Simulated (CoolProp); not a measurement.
Model: reference Helmholtz-energy equation of state, Wagner 2002, in CoolProp.

Task: For water, give the phase and the speed of sound (m/s), Prandtl number at 466.85 °C and 316 kPa; 466.85 °C and 26500 kPa; 466.85 °C and 64200 kPa.

Result: 
- 466.85 °C and 316 kPa: gas; speed of sound 660, Prandtl number 0.920
- 466.85 °C and 26500 kPa: supercritical; speed of sound 565, Prandtl number 1.32
- 466.85 °C and 64200 kPa: supercritical; speed of sound 670, Prandtl number 1.19

Viscosity comes from a separate model (Huber 2009). Thermal conductivity comes from a separate model (Huber 2012).
